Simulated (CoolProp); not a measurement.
Sulfur dioxide at several states: fugacity coefficient from the reference equation and from simpler models built on Tc = 430.6 K, pc = 7887 kPa, ω = 0.256; each cubic takes its own stable root.

Model: reference Helmholtz-energy equation of state, Gao 2016, in CoolProp.

| T (K) | p (kPa) | phase | reference | van der Waals | Soave-Redlich-Kwong | Peng-Robinson |
|---|---|---|---|---|---|---|
| 483.6 | 17300 | supercritical | 0.5595 | … | … | … |
| 519.7 | 121 | gas | 0.9973 | 0.9971 | 0.9973 | 0.9969 |
| 278.2 | 35000 | liquid | … | … | … | … |

Question: Fill in the missing entries.

Answer: 
- 483.6, van der Waals: 0.5463
- 483.6, Soave-Redlich-Kwong: 0.5799
- 483.6, Peng-Robinson: 0.5483
- 278.2, reference: 0.01015
- 278.2, van der Waals: 0.07659
- 278.2, Soave-Redlich-Kwong: 0.01098
- 278.2, Peng-Robinson: 0.01017
